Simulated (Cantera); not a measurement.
A closed system holds: 1 mol V2O3, 50 mol H2, 0.76 mol H2O, at 0.0680 bar.

Cantera equilibrium calculation (NASA polynomials, part measured and part estimated; ideal gas, pure solids and liquids). Candidate condensed phases: H2O, V, VO, V2O3, V2O4, V2O5; 12 gas species. Mutual solubility and eutectic melting of coexisting phases are not modelled. VO: taken at fixed stoichiometry. Condensed phases not in the tables: the oxides between V2O3 and V2O5 other than VO2. Kinetics and transport are ignored.

x: gas mole fraction; n: condensed amount in mol.

| T (°C) | x H2 | x H2O | x H | x VO2 | x VO | n V2O3(s) | n VO(s) | n VO(l) |
|---|---|---|---|---|---|---|---|---|
| 1375 | 0.985 | 0.0150 | 0.000339 | (withheld) | 2.52e-8 | 1.000 | 0 | 0 |
| 1425 | 0.984 | 0.0150 | 0.000550 | (withheld) | 8.72e-8 | 1.000 | 0 | 0 |
| 1475 | 0.984 | 0.0150 | 0.000869 | (withheld) | 2.80e-7 | 1.000 | 0 | 0 |
| 1525 | 0.984 | 0.0150 | 0.00134 | (withheld) | 8.42e-7 | 1.000 | 0 | 0 |
| 1575 | 0.981 | 0.0172 | 0.00201 | (withheld) | 2.21e-6 | 0.886 | 0.227 | 0 |
| 1625 | 0.977 | 0.0204 | 0.00296 | (withheld) | 5.38e-6 | 0.719 | 0.560 | 0 |
| 1675 | 0.972 | 0.0241 | 0.00427 | (withheld) | 1.25e-5 | 0.531 | 0.933 | 0 |
| 1725 | 0.966 | 0.0281 | 0.00605 | (withheld) | 2.77e-5 | 0.320 | 1.35 | 0 |
| 1775 | 0.959 | 0.0325 | 0.00841 | (withheld) | 5.89e-5 | 0.0828 | 1.81 | 0 |
| 1825 | 0.954 | 0.0337 | 0.0115 | (withheld) | 0.000114 | 0 | 0 | 1.96 |

Q: Fill in the missing entries.

A: 
- 1375, x VO2: 3.51e-7
- 1425, x VO2: 9.64e-7
- 1475, x VO2: 2.49e-6
- 1525, x VO2: 6.10e-6
- 1575, x VO2: 1.52e-5
- 1625, x VO2: 3.69e-5
- 1675, x VO2: 8.51e-5
- 1725, x VO2: 0.000188
- 1775, x VO2: 0.000398
- 1825, x VO2: 0.000695
